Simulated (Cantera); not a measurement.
Source: NASA polynomial tables (part measured, part estimated), evaluated in Cantera. Values are per mole of reaction as written; species without (g) are pure solids or liquids, kept so even where they would boil at 1 bar.

2 Cl(g) + CaF2 ⇌ 2 F(g) + CaCl2, with ΔH° = 346.3 kJ and ΔS° = 23.2 J/K at 300 K.

Q: How far is the shortcut ΔG° ≈ ΔH°(300 K) − T·ΔS°(300 K) from the full temperature-dependent value at 1848, 1898, 1948, 1998, 2048, 2098, 2148, 2198 K?

A: 
```csv
T (K),shortcut (kJ),full (kJ),difference (kJ),difference in log10 K,condensed phases
1848,303.4,287.3,16.1,-0.45,"CaF2(l), CaCl2(l)"
1898,302.2,286.0,16.2,-0.44,"CaF2(l), CaCl2(l)"
1948,301.1,284.8,16.3,-0.44,"CaF2(l), CaCl2(l)"
1998,299.9,283.5,16.4,-0.43,"CaF2(l), CaCl2(l)"
2048,298.7,282.3,16.5,-0.42,"CaF2(l), CaCl2(l)"
2098,297.6,281.0,16.6,-0.41,"CaF2(l), CaCl2(l)"
2148,296.4,279.7,16.7,-0.41,"CaF2(l), CaCl2(l)"
2198,295.3,278.5,16.8,-0.40,"CaF2(l), CaCl2(l)"
```
The shortcut ignores heat capacities and the phase changes listed.
